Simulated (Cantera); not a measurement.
Feed: 1 mol CuO, 5.1 mol H2, 28 mol N2, at 1777 °C and 203 Torr.

Method: chemical equilibrium by Gibbs-energy minimisation in Cantera with the NASA 1993 tables (ideal gas, pure condensed phases). Candidate condensed phases: Cu, CuO, Cu(OH)2, Cu2O, H2O; 27 gas species. Kinetics and transport are ignored.

Base state: N2 0.824, H2 0.120, H2O 0.0294, Cu 0.0251, H 0.00151, Cu2 0.000122, OH 4.05e-5 (mole fractions); condensed: Cu(l).

Question: What changes in the equilibrium state with this change: temperature from 1777 °C to 1152 °C?

Answer: 
| species | before | after |
|---|---|---|
| N2 | 0.824 | 0.846 |
| H2 | 0.120 | 0.124 |
| H2O | 0.0294 | 0.0302 |
| Cu | 0.0251 | 8.04e-6 |
| Cu2 | 0.000122 | 1.89e-9 |
| OH | 4.05e-5 | 2.46e-8 |
| H | 0.00151 | 4.62e-6 |
| Cu(l), mol | 0.139 | 1.000 |

Question: What changes in the equilibrium state with this change: temperature from 1777 °C to 752 °C?

Answer: 
```
species       before    after
----------  --------  -------
N2             0.824    0.846
H2             0.120    0.124
H2O           0.0294   0.0302
Cu            0.0251    <1e-9
H            0.00151  2.95e-9
Cu2         0.000122    <1e-9
OH           4.05e-5    <1e-9
Cu(l), mol     0.139        0
Cu(s), mol         0     1.00
```
